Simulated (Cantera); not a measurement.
Charge: 1 mol C2H2, 4 mol H2, 0.053 mol HF, at 53.0 mbar.

Equilibrium computed with Cantera from the NASA thermochemical tables; the gas is ideal and each condensed phase is pure. Candidate condensed phases: C, C6H6, C7H8, C8H18; 95 gas species. Rates play no part.

**Question.** At 2350 K, list the 5 most abundant gas species with their mole fractions, and the condensed phases.

**Answer.** H2 0.932, H 0.0523, HF 0.0102, C2H2 (acetylene) 0.00514, C2H 1.48e-5. Condensed: C(graphite).
